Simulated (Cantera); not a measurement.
Formation from one mole of O₂

Standard-state values (1 bar) from the NASA 1993 polynomials, evaluated with Cantera. Values are per mole of reaction as written; species without (g) are pure solids or liquids, kept so even where they would boil at 1 bar.

1.333 B + O₂(g) ⇌ 0.6667 B₂O₃(g)

| T (K) | ΔH° (kJ) | ΔS° (J/K) | ΔG° (kJ) | log10 K |
|---|---|---|---|---|
| 1475 | -561.7 | -28.7 | -519.5 | 18.40 |
| 1525 | -562.0 | -28.8 | -518.0 | 17.74 |
| 1575 | -562.3 | -29.0 | -516.6 | 17.13 |
| 1625 | -562.6 | -29.2 | -515.1 | 16.56 |
| 1675 | -562.9 | -29.4 | -513.7 | 16.02 |
| 1725 | -563.2 | -29.6 | -512.2 | 15.51 |
| 1775 | -563.5 | -29.8 | -510.7 | 15.03 |
| 1825 | -563.9 | -29.9 | -509.2 | 14.57 |
| 1875 | -564.2 | -30.1 | -507.7 | 14.14 |
| 1925 | -564.5 | -30.3 | -506.2 | 13.74 |

2 C + O₂(g) ⇌ 2 CO(g)

```csv
T (K),ΔH° (kJ),ΔS° (J/K),ΔG° (kJ),log10 K
1475,-230.1,171.6,-483.2,17.11
1525,-230.8,171.2,-491.8,16.84
1575,-231.5,170.7,-500.3,16.59
1625,-232.2,170.2,-508.9,16.36
1675,-232.9,169.8,-517.4,16.13
1725,-233.7,169.4,-525.8,15.92
1775,-234.4,169.0,-534.3,15.72
1825,-235.2,168.5,-542.7,15.53
1875,-235.9,168.1,-551.2,15.35
1925,-236.7,167.7,-559.6,15.18
```

2 Si + O₂(g) ⇌ 2 SiO(g)

| T (K) | ΔH° (kJ) | ΔS° (J/K) | ΔG° (kJ) | log10 K | condensed phases |
|---|---|---|---|---|---|
| 1475 | -219.4 | 156.9 | -450.8 | 15.97 | Si(s) |
| 1525 | -220.4 | 156.2 | -458.7 | 15.71 | Si(s) |
| 1575 | -221.4 | 155.6 | -466.5 | 15.47 | Si(s) |
| 1625 | -222.5 | 154.9 | -474.2 | 15.24 | Si(s) |
| 1675 | -223.5 | 154.3 | -482.0 | 15.03 | Si(s) |
| 1725 | -324.9 | 94.3 | -487.6 | 14.76 | Si(l) |
| 1775 | -325.7 | 93.8 | -492.3 | 14.49 | Si(l) |
| 1825 | -326.6 | 93.3 | -497.0 | 14.22 | Si(l) |
| 1875 | -327.5 | 92.9 | -501.6 | 13.97 | Si(l) |
| 1925 | -328.4 | 92.4 | -506.2 | 13.74 | Si(l) |

Nb + O₂(g) ⇌ NbO₂

```
T (K)  ΔH° (kJ)  ΔS° (J/K)  ΔG° (kJ)  log10 K
-----  --------  ---------  --------  -------
1475     -770.8     -159.8    -535.1    18.95
1525     -770.0     -159.3    -527.1    18.05
1575     -769.2     -158.8    -519.2    17.22
1625     -768.4     -158.3    -511.2    16.43
1675     -767.7     -157.8    -503.3    15.70
1725     -767.0     -157.4    -495.4    15.00
1775     -766.2     -157.0    -487.6    14.35
1825     -765.6     -156.6    -479.7    13.73
1875     -764.9     -156.2    -471.9    13.15
1925     -764.3     -155.9    -464.1    12.59
```
